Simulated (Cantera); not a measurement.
Fe3O4 + Cl2 + H2 (chemical vapour transport)

Feed: 1 mol Fe3O4, 1.3 mol Cl2, 0.18 mol H2, at 75.0 Torr.

These are equilibrium values from Cantera (NASA tables, ideal gas, pure condensed phases), not measurements of a reactor. Candidate condensed phases: Fe, FeCl2, FeCl3, FeO, Fe(OH)2, Fe(OH)3, Fe2O3, Fe3O4, H2O; 22 gas species. Rates play no part.

```tsv
T (K)	x Cl2	x FeCl2	x HCl	x FeCl3	x O2	x Cl	x Fe2Cl6	n Fe2O3(s)
975	0.477	0.00262	0.276	0.226	0.00106	0.000578	0.0153	1.33
1025	0.470	0.00542	0.273	0.239	0.00307	0.00121	0.00752	1.33
1075	0.458	0.0103	0.271	0.246	0.00800	0.00236	0.00381	1.33
1125	0.436	0.0188	0.268	0.252	0.0181	0.00428	0.00205	1.32
1175	0.401	0.0331	0.263	0.258	0.0351	0.00725	0.00117	1.30
1225	0.353	0.0567	0.257	0.261	0.0587	0.0115	0.000690	1.28
1275	0.296	0.0927	0.248	0.256	0.0873	0.0170	0.000399	1.25
1325	0.237	0.143	0.238	0.238	0.119	0.0237	0.000217	1.21
1375	0.179	0.205	0.225	0.207	0.151	0.0312	0.000106	1.17
1425	0.127	0.274	0.211	0.166	0.180	0.0388	4.60e-5	1.13
1475	0.0859	0.339	0.198	0.123	0.205	0.0456	1.75e-5	1.09
1525	0.0552	0.393	0.187	0.0853	0.224	0.0512	5.98e-6	1.05
```
x: gas mole fraction; n: condensed amount in mol.

From 975 K to 1525 K the condensed part is Fe2O3(s). The main Fe-bearing gas is FeCl3 at 975 K and FeCl2 at 1525 K. The share of Fe in condensed phases is highest at 975 K (88.8 %) and lowest at 1525 K (70.2 %).
